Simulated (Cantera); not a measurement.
Charge: 1 mol Ti(OiPr)₄, 35 mol H₂, equilibrated at 802 °C and 1000 Pa.

Cantera equilibrium calculation (NASA polynomials, part measured and part estimated; ideal gas, pure solids and liquids). Candidate condensed phases: C, C₆H₆, C₇H₈, C₈H₁₈, H₂O, Ti, TiC, TiO, TiO₂, Ti₂O₃, Ti₃O₅, Ti₄O₇; 113 gas species. The feed counts by its element totals alone. Condensed phases not in the tables: Magnéli phases beyond Ti₄O₇. The numbers say what is thermodynamically allowed, not how fast it happens.

Base state: H₂ 0.956, CO 0.0439, CH₄ 0.000412, H₂O 5.30e-5 (mole fractions); condensed: C(graphite) + Ti₄O₇(s).

Q: What changes in the equilibrium state with this change: temperature from 802 °C to 1352 °C?

A: 
```csv
species,before,after
H₂,0.956,0.924
CO,0.0439,0.0754
H,1.43e-7,0.000678
C₂H₂ (acetylene),7.19e-9,3.29e-5
H₂O,5.30e-5,5.21e-7
CH₄,0.000412,1.26e-5
"C(graphite), mol",9.73,7.00
"Ti₄O₇(s), mol",0.250,0
"TiC(s), mol",0,1.00
```
TiC: taken at fixed stoichiometry.
